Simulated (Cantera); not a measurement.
Input: 1 mol BCl₃, 2.5 mol H₂O, 16 mol H₂, held at 1700 °C and 0.100 bar.

Cantera equilibrium calculation (NASA polynomials, part measured and part estimated; ideal gas, pure solids and liquids). Candidate condensed phases: B, B₂O₃, B₃O₃H₃, H₂O; 33 gas species. The tables' values for BOCl are old estimates; treat these amounts as uncertain. Kinetics and transport are ignored.

Problem. What is the equilibrium state?

Solution. 
| Quantity | Result |
|---|---|
| x(H₂) | 0.773 |
| x(HCl) | 0.145 |
| x(HBO₂) | 0.0357 |
| x(H₂O) | 0.0335 |
| x(HBO) | 0.00416 |
| x(B₂O₃) | 0.00381 |
| x(H) | 0.00375 |
| x(BOCl) | 0.000737 |
| x(Cl) | 0.000525 |
| gas amount | 20.55 mol |
| log10 activity of B(s) (absent) | -4.24 |
| log10 activity of B₃O₃H₃(s) (absent) | -13.94 |
